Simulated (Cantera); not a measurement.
An adiabatic, constant-pressure homogeneous reactor starts with CO : H2 : O2 : N2 : H2O = 1 : 0.049 : 0.541 : 1.9 : 1.6 (molar parts), equivalence ratio 0.97, at 1700 K and 150 Torr.

Model: GRI-Mech 3.0 (53 species, 325 reactions), integrated in Cantera.

One state of this run: T (K) = 2451; x CO = 0.0550; x H2 = 0.0185; x O2 = 0.0315; x NO = 0.00578; x CO2 = 0.153; x H = 0.00619. x: mole fraction; the columns are a selection and need not sum to one.

Which value of t (s) does it belong to?
A) 5.00e-6
B) 0.00301
C) 0.000608
D) 0.367

D, 0.367
